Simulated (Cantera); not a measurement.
Charge: 1 mol Si, 0.73 mol NF3, at 750 K and 64.5 Torr.

Equilibrium computed with Cantera from the NASA thermochemical tables; the gas is ideal and each condensed phase is pure. Candidate condensed phases: Si, Si3N4; 16 gas species. Equilibrium is a limit: real reactors are often held back by kinetics, nucleation or transport.

Base state: SiF4 0.896, N2 0.104 (mole fractions); condensed: Si3N4(s).

### Question
What changes in the equilibrium state with this change: NF3 from 0.73 to 6.1 mol?

### Answer
```tsv
species	before	after
NF3	<1e-9	0.408
F2	<1e-9	0.281
N2	0.104	0.179
SiF4	0.896	0.125
F	<1e-9	0.00663
Si3N4(s), mol	0.151	0
```

### Question
What changes in the equilibrium state with this change: NF3 from 0.73 to 0.99 mol?

### Answer
```
species        before   after
-------------  ------  ------
SiF4            0.896   0.697
N2              0.104   0.303
Si3N4(s), mol   0.151  0.0858
```
